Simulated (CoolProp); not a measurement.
A simple Rankine cycle with R365MFC: condensing at 292.15 K, boiler at 0.259 MPa, turbine inlet 347.3 K, turbine efficiency 0.75, pump efficiency 0.8, no recuperator. Each further row changes one setting.

Values from CoolProp's reference Helmholtz-energy equation of state, Lemmon 2016.

| case | thermal efficiency (%) | net work (kJ/kg) | heat in (kJ/kg) | turbine exit temperature (K) | volume ratio over the turbine |
|---|---|---|---|---|---|
| as stated | ? | ? | 250 | 320.3 | ? |
| turbine inlet 367.3 K | 9.1 | ? | 273 | ? | 5.72 |
| condensing temperature 284.15 K | 10.6 | 27.7 | 261 | ? | 8.13 |
| boiler pressure 0.181 MPa | 7.5 | ? | 252 | 326.4 | ? |
| turbine efficiency 0.65 | 8.0 | 20.1 | 250 | 323.3 | 5.84 |

What belongs in the gaps?


- as stated, thermal efficiency (%): 9.3
- as stated, net work (kJ/kg): 23.2
- as stated, volume ratio over the turbine: 5.78
- turbine inlet 367.3 K, net work (kJ/kg): 24.9
- turbine inlet 367.3 K, turbine exit temperature (K): 340.5
- condensing temperature 284.15 K, turbine exit temperature (K): 315.6
- boiler pressure 0.181 MPa, net work (kJ/kg): 19.0
- boiler pressure 0.181 MPa, volume ratio over the turbine: 4.00
